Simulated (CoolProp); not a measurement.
A single-stage vapour-compression cycle with benzene: evaporating at 295.15 K (dew point), condensing at 361.15 K (bubble point), superheat 5 K, subcooling 2 K, compressor efficiency 0.9, no pressure losses. Each further row changes one setting.

The numbers come from the reference Helmholtz-energy equation of state, Thol 2012 in CoolProp.

```json
[
 {"case": "as stated", "cooling COP": "3.36", "pressure ratio": "11.7", "discharge temperature (K)": "382.3", "refrigerating effect (kJ/kg)": "324", "volumetric capacity (kJ/m³)": "113"},
 {"case": "evaporating temperature 300.15 K", "cooling COP": "?", "pressure ratio": "?", "discharge temperature (K)": "?", "refrigerating effect (kJ/kg)": "329", "volumetric capacity (kJ/m³)": "?"},
 {"case": "condensing temperature 356.15 K", "cooling COP": "?", "pressure ratio": "10.0", "discharge temperature (K)": "?", "refrigerating effect (kJ/kg)": "334", "volumetric capacity (kJ/m³)": "116"},
 {"case": "subcooling 7 K", "cooling COP": "3.46", "pressure ratio": "11.7", "discharge temperature (K)": "382.3", "refrigerating effect (kJ/kg)": "334", "volumetric capacity (kJ/m³)": "116"},
 {"case": "superheat 15 K", "cooling COP": "3.37", "pressure ratio": "11.7", "discharge temperature (K)": "?", "refrigerating effect (kJ/kg)": "335", "volumetric capacity (kJ/m³)": "113"},
 {"case": "compressor efficiency 0.8", "cooling COP": "2.99", "pressure ratio": "11.7", "discharge temperature (K)": "390.8", "refrigerating effect (kJ/kg)": "324", "volumetric capacity (kJ/m³)": "113"}
]
```

**Question.** Some entries are withheld; supply them.

**Answer.** 
- evaporating temperature 300.15 K, cooling COP: 3.76
- evaporating temperature 300.15 K, pressure ratio: 9.24
- evaporating temperature 300.15 K, discharge temperature (K): 379.7
- evaporating temperature 300.15 K, volumetric capacity (kJ/m³): 142
- condensing temperature 356.15 K, cooling COP: 3.71
- condensing temperature 356.15 K, discharge temperature (K): 377.3
- superheat 15 K, discharge temperature (K): 391.9
